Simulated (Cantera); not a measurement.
Input: 1 mol HBr, 0.042 mol H₂O, 0.54 mol N₂, equilibrated at 3300 K and 0.140 bar.

Method: chemical equilibrium by Gibbs-energy minimisation in Cantera with the NASA 1993 tables (ideal gas, pure condensed phases). Rates play no part.

```csv
species,before,after
N₂,0.224,0.886
Br,0.392,0.0547
H,0.267,0.0532
HBr,0.0242,0.000673
H₂,0.0749,0.00297
H₂O,0.00294,2.27e-5
Br₂,3.37e-5,6.56e-7
O₂,0.000138,5.28e-6
OH,0.00429,0.000167
O,0.00908,0.00177
NO,0.000910,0.000353
```
Gas species are given as mole fractions.

**Question.** Which change was made?
(A) temperature from 3300 K to 2923 K
(B) N₂ from 0.54 to 16 mol
(C) temperature from 3300 K to 1773 K
(D) pressure from 0.140 bar to 0.810 bar

**Answer.** B, N₂ from 0.54 to 16 mol
